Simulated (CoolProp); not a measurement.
The fluid at 614.02 K and 14.5 MPa flows at 0.54 m/s in a round tube of 10 mm bore and 45 µm roughness, fully developed (64/Re and Nu = 3.66 if laminar; Colebrook and Gnielinski if turbulent). The same conditions are run with several fluids, on thermodynamics alone (safety and materials aside).

The numbers come from the reference Helmholtz-energy equation of state of each fluid (ammonia: Gao 2020; propane: Lemmon 2009; oxygen: Schmidt 1985; n-octane: Beckmüller 2019; ethane: Bücker 2006) in CoolProp.

Rank ammonia, propane, oxygen, n-octane, ethane by Reynolds number, highest first.

n-octane (36600), propane (33700), ethane (22400), oxygen (12600), ammonia (12300)

```json
[
 {"fluid": "ammonia", "Darcy friction factor": "0.0359", "pressure drop (Pa/m)": "27.9", "heat-transfer coefficient (W/(m² K))": "401", "mass flow (kg/h)": "8.14"},
 {"fluid": "propane", "Darcy friction factor": "0.0322", "pressure drop (Pa/m)": "65.7", "heat-transfer coefficient (W/(m² K))": "1010", "mass flow (kg/h)": "21.4"},
 {"fluid": "oxygen", "Darcy friction factor": "0.0357", "pressure drop (Pa/m)": "45.5", "heat-transfer coefficient (W/(m² K))": "237", "mass flow (kg/h)": "13.3"},
 {"fluid": "n-octane", "Darcy friction factor": "0.0320", "pressure drop (Pa/m)": "209", "heat-transfer coefficient (W/(m² K))": "1740", "mass flow (kg/h)": "68.4"},
 {"fluid": "ethane", "Darcy friction factor": "0.0334", "pressure drop (Pa/m)": "42.8", "heat-transfer coefficient (W/(m² K))": "674", "mass flow (kg/h)": "13.4"}
]
```

Above 300 K oxygen's equation is extrapolated.

Transport values come from each fluid's own correlations.
